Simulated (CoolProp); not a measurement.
Computed with CoolProp (reference Helmholtz-energy equation of state, Lemmon 2006). It is a short technical equation, of lower accuracy than the large ones.

For neopentane, give the phase and the density (kg/m³), speed of sound (m/s) at 493.4 K and 3.44 MPa.


- 493.4 K and 3.44 MPa: supercritical; density 83.8, speed of sound 183
